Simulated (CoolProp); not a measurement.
Vapour-liquid equilibrium of R113 (1) + n-hexane (2) at 152.35 °C; x and y are mole fractions of (1).

Model: multi-fluid Helmholtz-energy mixture model, Marx 1992 and Thol 2019; pair parameters Bell 2016, in CoolProp.

**Question.** Give the bubble pressure and the first vapour's composition at x = 0.425, 0.725, 0.8. Is there an azeotrope?

**Answer.** x = 0.425: 1044 kPa, y = 0.518; x = 0.725: 1177 kPa, y = 0.775; x = 0.8: 1206 kPa, y = 0.836. No azeotrope shows between x = 0.05 and 0.95.

Pair parameters are fitted to limited data, so mixtures are less certain than the pure fluids.
